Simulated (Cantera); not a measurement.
What does this Cantera script print?

```python
import numpy as np
import cantera as ct

gas = ct.Solution("gri30.yaml")
gas.TPX = 775, 180000, {'CH3OH': 1, 'O2': 1.72, 'N2': 6.9}
inlet = ct.Reservoir(gas, clone=True)
gas.equilibrate("HP")  # start burning
reactor = ct.IdealGasConstPressureReactor(gas, energy="on", clone=False)
exhaust = ct.Reservoir(gas, clone=True)
tau = [0.066, 0.027, 0.011, 0.0045, 0.0018, 0.00075, 0.00031, 0.00013, 5.1e-05, 2.1e-05, 8.6e-06, 3.5e-06][0]
for a, b in ((inlet, reactor), (reactor, exhaust)):
    ct.MassFlowController(a, b, mdot=lambda t: reactor.mass / tau)
net = ct.ReactorNet([reactor])
show = ['CH3OH', 'O2', 'HO2', 'CH4', 'HCO']

rows = []
print(f"{'tau/s':>10s}{'T/K':>9s}" + "".join(f"{s:>11s}" for s in show))
for tau in [0.066, 0.027, 0.011, 0.0045, 0.0018, 0.00075, 0.00031, 0.00013, 5.1e-05, 2.1e-05, 8.6e-06, 3.5e-06]:
    net.initial_time = 0.0
    net.advance(30 * tau)
    before = gas.X
    net.advance(40 * tau)
    drift = np.max(np.abs(gas.X - before) / (gas.X + 1e-9))
    rows.append([gas.T, *gas[show].X, drift])
    print(f"{tau:10.3e}{gas.T:9.1f}" + "".join(f"{x:11.3e}" for x in gas[show].X))
```

Result:

```
     tau/s      T/K      CH3OH         O2        HO2        CH4        HCO
 6.600e-02   2345.2  4.853e-07  2.315e-02  2.932e-06  2.735e-08  2.797e-08
 2.700e-02   2341.3  1.127e-06  2.396e-02  3.093e-06  5.677e-08  6.685e-08
 1.100e-02   2329.8  2.527e-06  2.502e-02  3.390e-06  1.031e-07  1.631e-07
 4.500e-03   2304.9  5.317e-06  2.645e-02  4.020e-06  1.568e-07  3.996e-07
 1.800e-03   2260.6  1.069e-05  2.853e-02  5.493e-06  2.268e-07  1.002e-06
 7.500e-04   2201.6  2.029e-05  3.107e-02  8.403e-06  3.879e-07  2.390e-06
 3.100e-04   2130.6  3.967e-05  3.408e-02  1.386e-05  8.752e-07  5.683e-06
 1.300e-04   2055.2  8.224e-05  3.762e-02  2.386e-05  2.392e-06  1.326e-05
 5.100e-05   1968.2  2.104e-04  4.331e-02  4.989e-05  8.402e-06  3.381e-05
 2.100e-05   1819.6  1.041e-03  5.988e-02  2.450e-04  5.251e-05  9.822e-05
 8.600e-06    775.0  1.040e-01  1.788e-01  1.567e-16  1.732e-18  6.543e-27
 3.500e-06    775.0  1.040e-01  1.788e-01  5.722e-17  3.950e-19  2.851e-27
```

Cantera simulation using GRI-Mech 3.0 (53 species, 325 reactions); the numbers are that mechanism's predictions, not measurements. GRI-Mech 3.0 was tuned for natural gas; its chemistry of methanol as a main component is partial and can be far from experiment.
